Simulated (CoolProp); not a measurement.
Computed with CoolProp (reference Helmholtz-energy equation of state, Span 2003). It is a short technical equation, of lower accuracy than the large ones.

Task: Give the vapour pressure (bar), liquid viscosity (µPa s), liquid conductivity (mW/(m K)) of saturated n-heptane at 35.35 °C.

Result: 
```tsv
T (°C)	p (bar)	liquid viscosity (µPa s)	liquid conductivity (mW/(m K))
35.35	0.0999	349	119
```

Viscosity comes from a separate model (Michailidou 2014). Thermal conductivity comes from a separate model (Assael 2013).
